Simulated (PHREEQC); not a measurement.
# Reverse-osmosis permeate (model solution)

Synthetic water in mg/kgw, 30 °C, pH 6.21, pe 11.6:

```
constituent          mg/kgw
------------------  -------
Na                     1.56
K                     0.164
Ca                      1.5
Mg                    0.532
Cl                     5.77
S(6) as SO4            0.94
Alkalinity as HCO3    0.603
B                    0.0441
Sr                  0.00993
F                   0.00229
Ba                  0.00505
```

Valence states are taken as typed.

The numbers come from PHREEQC with the ion-association model, wateq4f.dat.

No solid was allowed to form.

**Question.** Estimate the charge-balance error.

**Answer.** charge-balance error -0.3 %.

**Question.** In which forms is C present?

**Answer.** CO2 56 %, HCO3- 44 % of the C.

Real BF4- forms and hydrolyses slowly; the run takes it at equilibrium.
